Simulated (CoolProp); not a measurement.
A single-stage vapour-compression cycle with the fluid: evaporating at 197.15 K (dew point), condensing at 257.15 K (bubble point), superheat 0 K, subcooling 0 K, compressor efficiency 0.65, no pressure losses. The same conditions are run with several fluids, on thermodynamics alone (safety and materials aside).

Computed with CoolProp (reference Helmholtz-energy equation of state of each fluid (CH2F2 (R32): Tillner-Roth 1997; fluoroethane (R161): Wu 2012; carbonyl sulfide: Lemmon 2006; R143a: Lemmon and Jacobsen 2000; ethane: Bücker 2006; CH3F (R41): Lemmon 2006)).

| fluid | cooling COP | pressure ratio | discharge temperature (K) | refrigerating effect (kJ/kg) | volumetric capacity (kJ/m³) |
|---|---|---|---|---|---|
| CH2F2 (R32) | 1.60 | [?] | 426.7 | 310 | 246 |
| fluoroethane (R161) | 1.68 | 21.5 | 371.0 | 346 | [?] |
| carbonyl sulfide | 1.65 | 15.3 | [?] | [?] | 241 |
| R143a | 1.64 | 17.8 | 321.1 | 165 | 177 |
| ethane | [?] | 8.32 | 331.9 | [?] | 1130 |
| CH3F (R41) | 1.55 | [?] | 403.2 | 353 | 885 |

Task: Fill in the missing entries.

Result: 
- CH2F2 (R32), pressure ratio: 19.2
- fluoroethane (R161), volumetric capacity (kJ/m³): 118
- carbonyl sulfide, discharge temperature (K): 421.6
- carbonyl sulfide, refrigerating effect (kJ/kg): 254
- ethane, cooling COP: 1.53
- ethane, refrigerating effect (kJ/kg): 307
- CH3F (R41), pressure ratio: 11.2
